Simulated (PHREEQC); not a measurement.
**Brine**

Consider water at 40 °C with 0.64 mol NaCl, 0.017 mol H3BO3 and 0.00013 mol H4SiO4 per kg of water. Closed to the air; pH follows from the charge balance.

Equilibrium calculation in PHREEQC: Pitzer model, pitzer.dat.

```yaml
pH: 5.37
ionic_strength: 0.640 mol/kgw
activity_of_water: 0.979
specific_conductance: 74700 µS/cm
density: 1.017 g/cm³
osmotic_coefficient: 0.928
```

| species | molality | activity | log γ |
|---|---|---|---|
| Cl- | 0.640 | 0.405 | -0.199 |
| Na+ | 0.640 | 0.454 | -0.149 |
| B(OH)3 | 0.0170 | 0.0169 | -0.003 |
| H4SiO4 | 0.000130 | 0.000139 | 0.028 |
| H+ | 5.10e-6 | 4.26e-6 | -0.078 |
| B(OH)4- | 4.97e-6 | 2.23e-6 | -0.348 |
| B3O3(OH)4- | 1.02e-7 | 3.48e-8 | -0.467 |
| H3SiO4- | 1.56e-8 | 7.70e-9 | -0.307 |
| OH- | 1.14e-8 | 6.72e-9 | -0.229 |

This is a speciation only: nothing precipitates in the calculation. Away from 25 °C the constants follow the database's enthalpies or fits; those with neither stay at their 25 °C values.
